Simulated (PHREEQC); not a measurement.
Consider water at 31 °C with 0.59 mol K2CO3, 0.091 mol H3BO3 and 0.61 mol NaCl per kg of water. Closed to the air; pH follows from the charge balance.

The numbers come from PHREEQC with the Pitzer model, pitzer.dat.

This is a speciation only: nothing precipitates in the calculation.

Order these B species by the share of B that they hold, largest first: B4O5(OH)4-2, B(OH)4-, B3O3(OH)4-, B(OH)3.

B(OH)4- (94 %), B(OH)3 (4.9 %), B4O5(OH)4-2 (0.79 %), B3O3(OH)4- (0.27 %)

The pH is 10.31 and the ionic strength 2.29 mol/kgw. In brines, pH and single-ion activities rest on the MacInnes convention.
